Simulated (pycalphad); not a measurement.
An equivalent pycalphad script:

```python
from pycalphad import Database, equilibrium, calculate, variables as v
import numpy as np
db = Database('COST507.tdb')
comps = ['AL', 'SI', 'VA']
phases = ['DIAMOND_A4', 'FCC_A1', 'LIQUID']
eq = equilibrium(db, comps, phases, {v.X('SI'): 0.0192, v.T: np.arange(1850, 499, -40), v.P: 101325, v.N: 1}, output=['HM', 'SM'])
```

CALPHAD calculation (pycalphad, COST 507 light-alloy database (1999)), 1 atm. The database dates from 1999; later assessments differ in places, in temperatures and in the compounds included. Phase fractions are per mole of atoms.

Results at three of the temperatures:

```
T = 1330.00 K, P = 101325 Pa, N = 1 mol of atoms
G = -69210 J/mol, H = 41864 J/mol, S = 83.51 J/(mol K)  (SER reference)
chemical potentials (J/mol): Al -68753, Si -92514
phase             fraction      x(Al)      x(Si)
LIQUID              1.0000     0.9808     0.0192
```

```
T = 1250.00 K, P = 101325 Pa, N = 1 mol of atoms
G = -62606 J/mol, H = 39331 J/mol, S = 81.55 J/(mol K)  (SER reference)
chemical potentials (J/mol): Al -62204, Si -83150
phase             fraction      x(Al)      x(Si)
LIQUID              1.0000     0.9808     0.0192
```

```
T = 970.00 K, P = 101325 Pa, N = 1 mol of atoms
G = -40849 J/mol, H = 30469 J/mol, S = 73.52 J/(mol K)  (SER reference)
chemical potentials (J/mol): Al -40640, Si -51523
phase             fraction      x(Al)      x(Si)
LIQUID              1.0000     0.9808     0.0192
```

Changes of the phase set, refined by bisection:

```json
[
 {"T (K)": "921.6", "phases above": "LIQUID", "phases below": "FCC_A1 + LIQUID"},
 {"T (K)": "850.1", "phases above": "FCC_A1 + LIQUID", "phases below": "DIAMOND_A4 + FCC_A1"}
]
```

FCC_A1 is fcc; DIAMOND_A4 is diamond (Si).
